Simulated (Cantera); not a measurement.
# Catalytic combustion on Pt

An isothermal plug-flow reactor at 875 K and 1.00 bar (inlet), inlet velocity 1.5 m/s, active area per volume 9400 1/m; feed 0.321 % CH4, 5.71 % O2, 94.0 % N2, equivalence ratio 0.11.

Computed with Cantera and Deutschmann's 1995 Pt surface mechanism with GRI-Mech 3.0 gas chemistry. Catalytic surfaces can have several steady states; this one follows from the mechanism file's or the stated starting coverage. Mass transfer to the wall is taken as infinitely fast.

```
z (m)       x CH4    x O2     x H2O     x CO2     x CO  θ free Pt   θ O*     θ OH*
-------  --------  ------  --------  --------  -------  ---------  -----  --------
0.0003    0.00313  0.0569  0.000163   8.05e-5  8.04e-7      0.100  0.899  0.000293
0.00051   0.00307  0.0568  0.000274  0.000136  7.91e-7      0.100  0.899  0.000375
0.00085   0.00299  0.0566  0.000450  0.000224  7.69e-7      0.100  0.899  0.000477
0.0014    0.00285  0.0564  0.000725  0.000362  7.34e-7      0.101  0.899  0.000603
0.0024    0.00261  0.0559   0.00119  0.000597  6.74e-7      0.101  0.899  0.000772
0.0039    0.00230  0.0553   0.00183  0.000914  5.93e-7      0.101  0.898  0.000955
0.0065    0.00183  0.0543   0.00276   0.00138  4.74e-7      0.101  0.897   0.00117
0.011     0.00123  0.0531   0.00396   0.00198  3.20e-7      0.102  0.897   0.00141
0.018    0.000660  0.0520   0.00510   0.00255  1.72e-7      0.102  0.896   0.00160
0.03     0.000224  0.0511   0.00598   0.00299  5.83e-8      0.103  0.895   0.00174
```
x: gas mole fraction; θ: surface coverage.
